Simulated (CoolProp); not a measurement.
Model: reference Helmholtz-energy equation of state, Guder 2009, in CoolProp.

Question: Give the vapour pressure (bar), vapour density (kg/m³), liquid cp (kJ/(kg K)), surface tension (mN/m) of saturated sulfur hexafluoride at 261 K.

Answer: 
| T (K) | p (bar) | vapour density (kg/m³) | liquid cp (kJ/(kg K)) | surface tension (mN/m) |
|---|---|---|---|---|
| 261 | 8.81 | 72.3 | 0.973 | 6.10 |

Surface tension comes from a separate correlation (Mulero 2012).
